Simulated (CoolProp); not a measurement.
Vapour-liquid equilibrium of ethanol (1) + n-octane (2) at 437.9 K; x and y are mole fractions of (1).

Computed with CoolProp (multi-fluid Helmholtz-energy mixture model, Schroeder 2014 and Beckmüller 2019; pair parameters Bell 2016).

| x | bubble pressure (MPa) | y at the bubble point | dew pressure at overall composition x (MPa) | liquid density (mol/L) |
|---|---|---|---|---|
| 0.05 | 0.4608 | 0.407 | 0.2831 | 5.146 |
| 0.15 | 0.7255 | 0.625 | 0.3182 | 5.460 |
| 0.25 | 0.8855 | 0.699 | 0.3624 | 5.827 |
| 0.35 | 0.9900 | 0.739 | 0.4196 | 6.263 |
| 0.45 | 1.068 | 0.769 | 0.4972 | 6.793 |
| 0.55 | 1.135 | 0.797 | 0.6077 | 7.450 |
| 0.65 | 1.199 | 0.827 | 0.7744 | 8.276 |
| 0.75 | 1.262 | 0.863 | 1.018 | 9.329 |
| 0.85 | 1.324 | 0.908 | 1.240 | 10.69 |
| 0.95 | 1.381 | 0.966 | 1.367 | 12.47 |

No azeotrope shows between x = 0.05 and 0.95.

The pair parameters rest on a limited set of measurements; away from them the model extrapolates. With so large a gap from Raoult's law the liquid may split in two, which this calculation doesn't test in full.
